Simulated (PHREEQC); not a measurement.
Consider water at 20 °C with 0.33 mol KH2PO4 per kg of water. Closed to the air; pH follows from the charge balance.

Equilibrium calculation in PHREEQC: ion-association model, phreeqc.dat.

| Item | Result |
|---|---|
| pH | 4.34 |
| ionic strength | 0.331 mol/kgw |
| activity of water | 0.989 |
| specific conductance | 23200 µS/cm |
| density | 1.028 g/cm³ |

| species | molality | activity | log γ |
|---|---|---|---|
| K+ | 0.330 | 0.223 | -0.170 |
| H2PO4- | 0.327 | 0.235 | -0.144 |
| H3PO4 | 0.00137 | 0.00148 | 0.033 |
| HPO4-2 | 0.00124 | 0.000312 | -0.599 |
| KHPO4- | 0.000189 | 0.000135 | -0.144 |
| H+ | 5.82e-5 | 4.54e-5 | -0.108 |

This is a speciation only: nothing precipitates in the calculation. Complexes and solids missing from the database can't appear.
